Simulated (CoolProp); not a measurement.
Neopentane along the isobar 3.91 MPa: Z from the reference equation and from simpler models built on Tc = 160.6 °C, pc = 3.196 MPa, ω = 0.196; each cubic takes its own stable root.

The numbers come from the reference Helmholtz-energy equation of state, Lemmon 2006 in CoolProp. It is a short technical equation, of lower accuracy than the large ones.

```tsv
T (°C)	phase	reference
27.15	liquid	0.1919
38.25	liquid	0.1889
49.25	liquid	0.1864
60.35	liquid	0.1844
71.45	liquid	0.1829
82.55	liquid	0.1821
93.65	liquid	0.1819
104.75	liquid	0.1825
115.85	liquid	0.1840
126.95	liquid	0.1870
138.05	liquid	0.1919
149.15	liquid	0.2002
160.15	liquid	0.2162
171.25	supercritical	0.2727
```

Problem. How far does each simpler model (van der Waals, Redlich-Kwong) lie from the reference over these 14 states: mean and median of the absolute difference, and the worst?

Solution. 
- van der Waals: mean 49.2 %, median 51.9 %, worst +54.4 % at 27.15 °C and 3.91 MPa
- Redlich-Kwong: mean 12.3 %, median 11.6 %, worst +19.5 % at 160.15 °C and 3.91 MPa
